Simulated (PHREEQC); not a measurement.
Dissolve 0.0032 mol KH2PO4 and 0.0066 mol Na2SO4 per kg of water at 24 °C. Closed to the air; pH follows from the charge balance.

Model: ion-association model, wateq4f.dat, run in PHREEQC.

```
quantity                           before     after
-------------------------------  --------  --------
pH                                   4.90      4.94
ionic strength (mol/kgw)           0.0224    0.0222
SO4-2 (mol/kgw)                   0.00629   0.00617
NaSO4- (mol/kgw)                 0.000230  0.000276
KSO4- (mol/kgw)                   7.62e-5  0.000140
HSO4- (mol/kgw)                   4.94e-6   1.36e-5
SI of Mirabilite (Na2SO4:10H2O)     -5.19     -7.10
```

Problem. What was changed between the two runs?
A. Na2SO4 from 0.0066 to 0.0132 mol/kgw
B. Na2SO4 from 0.0066 to 0.00066 mol/kgw
C. diluted 5-fold with water
D. temperature from 24 to 70 °C
E. KH2PO4 replaced by KCl at the same molality

Solution. D, temperature from 24 to 70 °C

This is a speciation only: nothing precipitates in the calculation. H3PO4, which wateq4f.dat lacks, is added to it with the constant of phreeqc.dat. Constants without temperature data keep their 25 °C values here.
